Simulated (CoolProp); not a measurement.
A Linde-Hampson liquefier for dry air: isothermal reversible compression at 230 K from 1 atm to 40 MPa, throttling to 1 atm, return gas leaving the recuperator 0 K below the feed. Each further row changes one setting.

Computed with CoolProp (reference Helmholtz-energy equation of state, Lemmon 2000). It is a pseudo-pure fit of the blend.

| case | liquid yield per pass | compression work (kJ/kg of gas) |
|---|---|---|
| as stated | ? | 384 |
| high pressure 80 MPa | ? | ? |
| warm-end temperature 260 K | ? | ? |
| warm-end gap 5 K | ? | 384 |

Question: What belongs in the gaps?

Answer: 
- as stated, liquid yield per pass: 0.210
- high pressure 80 MPa, liquid yield per pass: 0.164
- high pressure 80 MPa, compression work (kJ/kg of gas): 452
- warm-end temperature 260 K, liquid yield per pass: 0.156
- warm-end temperature 260 K, compression work (kJ/kg of gas): 443
- warm-end gap 5 K, liquid yield per pass: 0.198
